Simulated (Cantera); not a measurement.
What does this Cantera script print?

```python
import numpy as np
import cantera as ct

gas_names = """
    AL ALH ALN AL2 H H2 N NH NH2 NH3 N2 N2H2 N2H4
""".split()
cond_names = """
    AL(cr) AL(L) ALN(s)
""".split()


# ... load() reads the species with a 1 bar reference pressure and builds the phases ...
atoms = {
    'Al': {'AL': 1},
    'N2': {'N': 2},
    'H2': {'H': 2},
    'NH3': {'N': 1, 'H': 3},
}
top_T = {'ALN(s)': 2750}  # K; cautious upper limits of use, not melting points


# ... equilibrate(T, P, feed) seeds the gas with the atoms and calls Mixture.equilibrate('TP', solver="vcs", rtol=1e-11, max_steps=5000) ...
results = []
feed = {'Al': 1, 'N2': 99, 'H2': 120, 'NH3': 470}  # mol
P = 97000  # Pa
for T in [600, 800, 1000, 1200, 1400, 1600, 1800, 2000, 2200]:
    mix = equilibrate(T, P, feed)
    results.append((T, P, feed, dict(zip(mix.species_names, mix.species_moles))))

top = {s: max(r[3][s] / sum(r[3][g] for g in gas_names) for r in results) for s in gas_names}
cols = sorted((s for s in top if top[s] > 0.0001), key=lambda s: -top[s])[:8]
seen = [c for c in cond_names if any(r[3].get(c, 0) > 1e-12 for r in results)]
print("log10 of partial pressures in bar; condensed amounts in mol")
print(f"{'T/K':>10s}" + "".join(f"{s[:9]:>10s}" for s in cols + seen))
for T, P, feed, n in results:
    ng = sum(n[g] for g in gas_names)
    print(f"{T:10.4g}" + "".join(f"{np.log10(max(n[s] / ng * P / 1e5, 1e-99)):10.3f}" for s in cols)
          + "".join(f"{n.get(c, 0):10.4g}" for c in seen))
```

Output:

```
log10 of partial pressures in bar; condensed amounts in mol
       T/K        H2        N2       NH3         H        AL       ALH    ALN(s)
       600    -0.167    -0.558    -1.910   -16.419   -43.555   -39.773         1
       800    -0.161    -0.554    -3.043   -11.619   -29.494   -27.278         1
      1000    -0.161    -0.554    -3.753    -8.724   -21.082   -19.814         1
      1200    -0.161    -0.554    -4.237    -6.785   -15.494   -14.859         1
      1400    -0.161    -0.554    -4.586    -5.393   -11.518   -11.335         1
      1600    -0.161    -0.554    -4.849    -4.345    -8.547    -8.704         1
      1800    -0.161    -0.554    -5.053    -3.526    -6.245    -6.667    0.9991
      2000    -0.161    -0.554    -5.216    -2.870    -4.411    -5.045    0.9428
      2200    -0.164    -0.555    -5.352    -2.331    -3.142    -3.950         0
```

Equilibrium computed with Cantera from the NASA thermochemical tables; the gas is ideal and each condensed phase is pure.
